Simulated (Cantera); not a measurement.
# Ammonia decomposition in nitride growth gas

A perfectly stirred reactor is fed with 15.3 % NH3, 82.4 % H2, 2.29 % N2, at 0.132 atm; it is held at 1600 K, and followed from long to short residence time.

Detailed kinetics in Cantera: the gas-phase N/H chemistry of the illustrative SiF4/NH3 mechanism in the Surface Chemkin manual (1991). Walls and surfaces, which speed up NH3 decomposition in real reactors, are not modelled.

```
τ (s)   x NH3   x H2    x N2H2    x NH2     x NH
------  -----  -----  --------  -------  -------
11      0.132  0.836   4.62e-8  3.00e-5  2.11e-7
3.6     0.145  0.829   5.27e-8  3.20e-5  2.19e-7
1.2     0.150  0.826   5.40e-8  3.24e-5  2.18e-7
0.39    0.152  0.825   5.05e-8  3.15e-5  2.03e-7
0.13    0.152  0.824   3.89e-8  2.80e-5  1.59e-7
0.041   0.153  0.824   1.56e-8  1.84e-5  6.89e-8
0.013   0.153  0.824   2.13e-9  7.18e-6  1.05e-8
0.0044  0.153  0.824  2.38e-10  2.48e-6  1.25e-9
```
x: mole fraction; the columns are a selection and need not sum to one.
